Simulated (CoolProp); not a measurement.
Values from CoolProp's reference Helmholtz-energy equation of state, Akasaka 2020.

Question: For R1123, give the phase and the cv (kJ/(kg K)), isothermal compressibility (1/MPa), fugacity coefficient at 6.55 °C and 0.35 MPa; 28.35 °C and 0.35 MPa; 50.15 °C and 0.35 MPa.

Answer: 
- 6.55 °C and 0.35 MPa: gas; cv 0.725, isothermal compressibility 3.01, fugacity coefficient 0.953
- 28.35 °C and 0.35 MPa: gas; cv 0.758, isothermal compressibility 2.97, fugacity coefficient 0.963
- 50.15 °C and 0.35 MPa: gas; cv 0.791, isothermal compressibility 2.95, fugacity coefficient 0.971
